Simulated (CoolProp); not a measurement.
Computed with CoolProp (reference Helmholtz-energy equation of state, Lemmon 2006). It is a short technical equation, of lower accuracy than the large ones.

For carbon monoxide, give the phase and the Joule-Thomson coefficient (K/MPa), fugacity coefficient at -199.95 °C and 445 kPa.


- -199.95 °C and 445 kPa: liquid; Joule-Thomson coefficient -0.359, fugacity coefficient 0.0774
